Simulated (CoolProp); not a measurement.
Values from CoolProp's reference Helmholtz-energy equation of state, Schroeder 2014.

Question: Give the vapour pressure (MPa), vapour density (kg/m³), enthalpy of vaporisation (kJ/kg), surface tension (mN/m) of saturated ethanol at 62.45, 84.55, 151.15 °C.

Answer: 
```tsv
T (°C)	p (MPa)	vapour density (kg/m³)	enthalpy of vaporisation (kJ/kg)	surface tension (mN/m)
62.45	0.0521	0.878	874	18.3
84.55	0.128	2.07	839	16.1
151.15	1.01	15.4	685	9.48
```

Surface tension comes from a separate correlation (Mulero 2012).
